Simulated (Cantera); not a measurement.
Input: 1 mol CaCO3, 0.62 mol CO2, equilibrated at 0.000130 bar.

Cantera equilibrium calculation (NASA polynomials, part measured and part estimated; ideal gas, pure solids and liquids). Candidate condensed phases: C, Ca, CaCO3, CaO; 15 gas species. Kinetics and transport are ignored.

Problem. Which condensed phases are stable at each of these points (T (K)): 600, 700, 800, 900, 1000, 1100, 1200, 1300, 1400?

Solution. 
| T (K) | condensed phases | Ca condensed (%) |
|---|---|---|
| 600 | CaCO3(calcite) | 100.0 |
| 700 | CaCO3(calcite) | 100.0 |
| 800 | CaO(s) | 100.0 |
| 900 | CaO(s) | 100.0 |
| 1000 | CaO(s) | 100.0 |
| 1100 | CaO(s) | 100.0 |
| 1200 | CaO(s) | 100.0 |
| 1300 | CaO(s) | 100.0 |
| 1400 | CaO(s) | 100.0 |

From 600 K to 700 K the condensed part is CaCO3(calcite). From 800 K to 1400 K the condensed part is CaO(s).
